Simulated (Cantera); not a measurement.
A freely propagating, adiabatic, planar premixed flame of H₂ : O₂ : N₂ = 1 : 0.357 : 1.34 (molar parts), equivalence ratio 1.4, unburnt at 550 K and 49000 Pa; mixture-averaged transport, grid criteria slope 0.08 and curve 0.16, no radiation.

Detailed kinetics in Cantera: the H2/O2 subset of GRI-Mech 3.0, which has no nitrogen chemistry. Burning velocities carry a grid error of a few per cent, more on coarse grids.

x: mole fraction of selected species; z is measured from the peak of heat release.

```csv
z (mm),T (K),u (m/s),x H₂,x O₂,x H₂O₂,x O,x OH,x HO₂
-3.34,550,7.03,0.371,0.132,<1e-8,<1e-8,<1e-8,<1e-8
-2.23,550,7.03,0.371,0.132,<1e-8,<1e-8,<1e-8,<1e-8
-1.67,550,7.03,0.371,0.132,<1e-8,<1e-8,<1e-8,<1e-8
-1.11,550,7.03,0.371,0.132,<1e-8,<1e-8,<1e-8,2.42e-7
-0.556,560,7.14,0.369,0.132,1.86e-6,6.15e-6,3.87e-5,0.000146
-0.278,743,9.32,0.341,0.128,7.74e-6,0.000255,0.000621,0.000111
0,1184,14.4,0.216,0.0838,1.79e-6,0.00559,0.00318,4.20e-5
0.278,1485,17.8,0.111,0.0226,1.44e-6,0.00906,0.00787,1.08e-5
0.556,1611,19.2,0.0974,0.0112,1.00e-6,0.00840,0.00996,4.90e-6
1.11,1749,20.6,0.101,…,…,…,…,…
2.23,1897,22.1,0.106,0.00636,3.13e-7,0.00590,0.0129,2.21e-6
4.45,2047,23.6,0.110,0.00441,1.67e-7,0.00418,0.0130,1.43e-6
8.90,2185,24.9,0.112,0.00269,9.45e-8,0.00255,0.0117,8.81e-7
```

**Question.** Some entries are withheld; supply them.

**Answer.** 
- 1.11, x O₂: 0.00828
- 1.11, x H₂O₂: 5.88e-7
- 1.11, x O: 0.00739
- 1.11, x OH: 0.0117
- 1.11, x HO₂: 3.21e-6
